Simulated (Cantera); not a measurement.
What does this Cantera script print?

```python
import numpy as np
import cantera as ct

gas = ct.Solution("gri30.yaml")
gas.TPX = 1575, 190000, {'CH3OH': 1, 'O2': 1.07, 'N2': 4.03, 'H2O': 0.39}
reactor = ct.IdealGasReactor(gas, energy="on", clone=False)
net = ct.ReactorNet([reactor])
net.rtol, net.atol = 1e-08, 1e-16
show = ['CH3OH', 'O2', 'H2O', 'H2', 'C2H6', 'CH2']
times = np.geomspace(2e-06, 3, 12)

steps = ct.SolutionArray(gas, extra=["t"])
rows = []
print(f"{'t/s':>10s}{'T/K':>9s}{'P/Pa':>11s}" + "".join(f"{s:>11s}" for s in show))
for t in times:
    while net.time < t:
        t_next = net.step()
        steps.append(gas.state, t=t_next)
    rows.append([np.interp(t, steps.t, y) for y in (steps.T, steps.P, *steps(*show).X.T)])
    print(f"{t:10.3e}{rows[-1][0]:9.1f}{rows[-1][1]:11.4g}" + "".join(f"{x:11.3e}" for x in rows[-1][2:]))
rate = np.gradient(steps.T, steps.t)
print("integrator steps:", len(steps.t))
if steps.T.max() > steps.T[0] + 200:
    print(f"time of steepest temperature rise: {steps.t[rate.argmax()]:.4e} s")
gas.TPX = 1575, 190000, {'CH3OH': 1, 'O2': 1.07, 'N2': 4.03, 'H2O': 0.39}
gas.equilibrate("UV")
print(f"equilibrium (UV): T = {gas.T:.1f} K  " + "  ".join(f"{s} {gas[s].X[0]:.3e}" for s in show))
```

Output:

```
       t/s      T/K       P/Pa      CH3OH         O2        H2O         H2       C2H6        CH2
 2.000e-06   1574.9    1.9e+05  1.539e-01  1.647e-01  6.017e-02  6.379e-05  1.897e-08  3.171e-07
 7.286e-06   1575.1  1.901e+05  1.531e-01  1.642e-01  6.044e-02  3.454e-04  2.890e-07  3.166e-07
 2.654e-05   1593.2  1.939e+05  1.406e-01  1.580e-01  6.654e-02  5.077e-03  7.089e-07  3.984e-07
 9.670e-05   2940.2  4.177e+05  3.194e-14  6.670e-03  2.413e-01  5.326e-02  3.383e-25  1.504e-12
 3.523e-04   2930.7  4.163e+05  3.357e-14  5.985e-03  2.410e-01  5.422e-02  3.930e-25  1.509e-12
 1.283e-03   2926.7  4.158e+05  3.421e-14  5.739e-03  2.409e-01  5.460e-02  4.151e-25  1.507e-12
 4.675e-03   2926.7  4.158e+05  3.421e-14  5.738e-03  2.409e-01  5.460e-02  4.152e-25  1.507e-12
 1.703e-02   2926.7  4.158e+05  3.421e-14  5.738e-03  2.409e-01  5.460e-02  4.152e-25  1.507e-12
 6.205e-02   2926.7  4.158e+05  3.421e-14  5.738e-03  2.409e-01  5.460e-02  4.152e-25  1.507e-12
 2.260e-01   2926.7  4.158e+05  3.421e-14  5.738e-03  2.409e-01  5.460e-02  4.152e-25  1.507e-12
 8.235e-01   2926.7  4.158e+05  3.421e-14  5.738e-03  2.409e-01  5.460e-02  4.152e-25  1.507e-12
 3.000e+00   2926.7  4.158e+05  3.421e-14  5.738e-03  2.409e-01  5.460e-02  4.152e-25  1.507e-12
integrator steps: 1796
time of steepest temperature rise: 4.3388e-05 s
equilibrium (UV): T = 2926.7 K  CH3OH 3.568e-14  O2 5.738e-03  H2O 2.409e-01  H2 5.460e-02  C2H6 5.857e-25  CH2 1.601e-12
```

Model: GRI-Mech 3.0 (53 species, 325 reactions), integrated in Cantera. GRI-Mech 3.0 was tuned for natural gas; its chemistry of methanol as a main component is partial and can be far from experiment.
